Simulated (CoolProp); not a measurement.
CH2F2 (R32) along the isobar 8.73 bar: density (kg/m³) from the reference equation and from simpler models built on Tc = 351.3 K, pc = 57.83 bar, ω = 0.277; each cubic takes its own stable root.

Computed with CoolProp (reference Helmholtz-energy equation of state, Tillner-Roth 1997).

```tsv
T (K)	phase	reference	Soave-Redlich-Kwong	Peng-Robinson
261.5	liquid	1095	850.7	964.3
280.8	gas	22.88	22.00	22.17
300.1	gas	20.50	20.05	20.20
319.3	gas	18.74	18.48	18.61
338.6	gas	17.34	17.17	17.28
357.9	gas	16.17	16.06	16.16
377.2	gas	15.18	15.10	15.19
396.4	gas	14.33	14.27	14.34
415.7	gas	13.58	13.52	13.59
435	gas	12.91	12.86	12.92
```
